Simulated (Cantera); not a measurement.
Charge: 1 mol Si3N4, 5.3 mol H2, held at 2327 °C and 21.0 mbar.

Cantera equilibrium calculation (NASA polynomials, part measured and part estimated; ideal gas, pure solids and liquids). Candidate condensed phases: Si, Si3N4; 18 gas species. The tables' values for SiN are old estimates; treat these amounts as uncertain. Gases not in the tables: Si2H6 and higher silanes. Equilibrium is a limit: real reactors are often held back by kinetics, nucleation or transport.

Task: What is the equilibrium state?

Result: 
| Quantity | Value |
|---|---|
| x(H2) | 0.391 |
| x(Si) | 0.252 |
| x(N2) | 0.179 |
| x(H) | 0.166 |
| x(SiH) | 0.00522 |
| x(Si2) | 0.00422 |
| x(SiN) | 0.00135 |
| x(Si2N) | 0.000609 |
| x(Si3) | 0.000382 |
| gas amount | 11.12 mol |
| log10 activity of Si(l) (absent) | -0.26 |
